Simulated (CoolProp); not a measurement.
Vapour-liquid equilibrium of propane (1) + R114 (2) at 278.4 K; x and y are mole fractions of (1).

Model: multi-fluid Helmholtz-energy mixture model, Lemmon 2009 and Platzer 1990; pair parameters Bell 2016, in CoolProp. This equation is an older, rougher fit; its heat capacities, sound speeds and derivatives of the liquid may be far off and weren't checked against measurements.

| x | bubble pressure (MPa) | y at the bubble point | dew pressure at overall composition x (MPa) | liquid density (mol/L) |
|---|---|---|---|---|
| 0.05 | 0.1412 | (withheld) | 0.1130 | 8.964 |
| 0.15 | 0.2012 | 0.522 | 0.1247 | 9.192 |
| 0.25 | 0.2536 | 0.653 | 0.1391 | 9.431 |
| 0.35 | 0.3001 | 0.734 | 0.1570 | 9.684 |
| 0.45 | 0.3424 | 0.792 | 0.1801 | 9.952 |
| 0.55 | 0.3819 | 0.838 | 0.2106 | 10.24 |
| 0.65 | 0.4199 | 0.877 | 0.2522 | 10.54 |
| 0.75 | 0.4574 | (withheld) | 0.3108 | 10.87 |
| 0.85 | 0.4954 | 0.948 | 0.3930 | (withheld) |
| 0.95 | (withheld) | 0.982 | 0.4982 | 11.62 |

Complete the blanks.


- 0.05, y at the bubble point: 0.263
- 0.75, y at the bubble point: 0.913
- 0.85, liquid density (mol/L): 11.23
- 0.95, bubble pressure (MPa): 0.5348

No azeotrope shows between x = 0.05 and 0.95.

The pair parameters rest on a limited set of measurements; away from them the model extrapolates.
